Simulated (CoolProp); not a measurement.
The fluid at 298.15 K and 0.0705 MPa expands adiabatically to 0.0051 MPa with isentropic efficiency 0.9. The same conditions are run with several fluids, on thermodynamics alone (safety and materials aside).

Values from CoolProp's reference Helmholtz-energy equation of state of each fluid (R123: Younglove 1994; vinyl chloride: Thol 2022; C3F8 (R218): Lemmon 2006).

| fluid | work (kJ/kg) | final temperature (K) | final phase | final density (kg/m³) |
|---|---|---|---|---|
| R123 | 33.7 | 242.5 | gas | 0.389 |
| vinyl chloride | 75.4 | 204.4 | two-phase, vapour fraction 0.988 | 0.191 |
| C3F8 (R218) | 28.7 | 259.4 | gas | 0.445 |
